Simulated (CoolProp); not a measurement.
Vapour-liquid equilibrium of R114 (1) + benzene (2) at 654 kPa; x and y are mole fractions of (1).

Model: multi-fluid Helmholtz-energy mixture model, Platzer 1990 and Thol 2012; pair parameters Bell 2016, in CoolProp. This equation is an older, rougher fit; its heat capacities, sound speeds and derivatives of the liquid may be far off and weren't checked against measurements.

### Question
Give the bubble temperature and the first vapour's composition at x = 0.125, 0.35, 0.875. Is there an azeotrope?

### Answer
x = 0.125: 117.6 °C, y = 0.579; x = 0.35: 90.6 °C, y = 0.819; x = 0.875: 69.2 °C, y = 0.964. No azeotrope shows between x = 0.05 and 0.95.

Pair parameters are fitted to limited data, so mixtures are less certain than the pure fluids.
